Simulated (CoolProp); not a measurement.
A single-stage vapour-compression cycle with hydrogen chloride: evaporating at 203.15 K (dew point), condensing at 273.15 K (bubble point), superheat 8 K, subcooling 5 K, compressor efficiency 0.75, no pressure losses. Each further row changes one setting.

Values from CoolProp's reference Helmholtz-energy equation of state, Thol 2018.

| case | cooling COP | pressure ratio | discharge temperature (K) | refrigerating effect (kJ/kg) | volumetric capacity (kJ/m³) |
|---|---|---|---|---|---|
| as stated | 1.46 | 11.7 | 489.5 | 319 | 1530 |
| evaporating temperature 208.15 K | 1.66 | 9.26 | 463.2 | 321 | 1920 |
| condensing temperature 268.15 K | 1.63 | 10.2 | 468.7 | 328 | 1580 |
| subcooling 10 K | 1.51 | 11.7 | 489.5 | 328 | 1580 |
| superheat 18 K | 1.42 | 11.7 | 514.5 | 327 | 1490 |
| compressor efficiency 0.65 | 1.27 | 11.7 | 529.3 | 319 | 1530 |
